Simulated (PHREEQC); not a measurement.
## Leach liquor: an equilibrium model

Dissolve 0.001 mol HCl, 0.00043 mol LiCl and 0.00024 mol NiSO4 per kg of water at 25 °C. Closed to the air; pH follows from the charge balance.

Model: ion-association model, wateq4f.dat, run in PHREEQC.

Each row changes one thing in this solution. Precipitation was switched off in this run.

```json
[
 {"case": "as made", "pH": "3.03", "SO4-2 (mol/kgw)": "0.000216", "HSO4- (mol/kgw)": "1.68e-5", "NiSO4 (mol/kgw)": "6.43e-6", "NiCl+ (mol/kgw)": "6.76e-7", "NiOH+ (mol/kgw)": "2.93e-11", "SI of Morenosite (NiSO4:7H2O)": "-5.12"},
 {"case": "HCl left out", "pH": "6.72", "SO4-2 (mol/kgw)": "0.000232", "HSO4- (mol/kgw)": "3.83e-9", "NiSO4 (mol/kgw)": "7.56e-6", "NiCl+ (mol/kgw)": "2.12e-7", "NiOH+ (mol/kgw)": "1.48e-7", "SI of Morenosite (NiSO4:7H2O)": "?"},
 {"case": "0.00014 mol/kgw CO2 added", "pH": "3.03", "SO4-2 (mol/kgw)": "0.000216", "HSO4- (mol/kgw)": "1.68e-5", "NiSO4 (mol/kgw)": "6.43e-6", "NiCl+ (mol/kgw)": "6.76e-7", "NiOH+ (mol/kgw)": "2.93e-11", "SI of Morenosite (NiSO4:7H2O)": "-5.12"},
 {"case": "temperature from 25 to 15 °C", "pH": "3.03", "SO4-2 (mol/kgw)": "0.000220", "HSO4- (mol/kgw)": "1.39e-5", "NiSO4 (mol/kgw)": "6.02e-6", "NiCl+ (mol/kgw)": "6.79e-7", "NiOH+ (mol/kgw)": "1.42e-11", "SI of Morenosite (NiSO4:7H2O)": "-5.04"},
 {"case": "HCl from 0.001 to 0.0001 mol/kgw", "pH": "4.03", "SO4-2 (mol/kgw)": "0.000230", "HSO4- (mol/kgw)": "1.86e-6", "NiSO4 (mol/kgw)": "7.43e-6", "NiCl+ (mol/kgw)": "2.61e-7", "NiOH+ (mol/kgw)": "2.99e-10", "SI of Morenosite (NiSO4:7H2O)": "-5.06"},
 {"case": "LiCl replaced by NiCl2 at the same molality", "pH": "3.03", "SO4-2 (mol/kgw)": "0.000208", "HSO4- (mol/kgw)": "1.57e-5", "NiSO4 (mol/kgw)": "1.62e-5", "NiCl+ (mol/kgw)": "2.38e-6", "NiOH+ (mol/kgw)": "8.04e-11", "SI of Morenosite (NiSO4:7H2O)": "-4.72"},
 {"case": "NiSO4 from 0.00024 to 0.00048 mol/kgw", "pH": "?", "SO4-2 (mol/kgw)": "0.000425", "HSO4- (mol/kgw)": "3.15e-5", "NiSO4 (mol/kgw)": "2.31e-5", "NiCl+ (mol/kgw)": "1.28e-6", "NiOH+ (mol/kgw)": "5.71e-11", "SI of Morenosite (NiSO4:7H2O)": "-4.57"},
 {"case": "LiCl from 0.00043 to 4.3e-05 mol/kgw", "pH": "3.03", "SO4-2 (mol/kgw)": "0.000216", "HSO4- (mol/kgw)": "1.71e-5", "NiSO4 (mol/kgw)": "6.65e-6", "NiCl+ (mol/kgw)": "5.01e-7", "NiOH+ (mol/kgw)": "2.96e-11", "SI of Morenosite (NiSO4:7H2O)": "-5.11"},
 {"case": "diluted 100-fold with water", "pH": "5.00", "SO4-2 (mol/kgw)": "2.40e-6", "HSO4- (mol/kgw)": "2.28e-9", "NiSO4 (mol/kgw)": "1.07e-9", "NiCl+ (mol/kgw)": "?", "NiOH+ (mol/kgw)": "3.27e-11", "SI of Morenosite (NiSO4:7H2O)": "-8.90"}
]
```

### Question
Fill in the missing entries.

### Answer

- HCl left out, SI of Morenosite (NiSO4:7H2O): -5.05
- NiSO4 from 0.00024 to 0.00048 mol/kgw, pH: 3.04
- diluted 100-fold with water, NiCl+ (mol/kgw): 8.42e-11

Species that the database lacks are ignored.
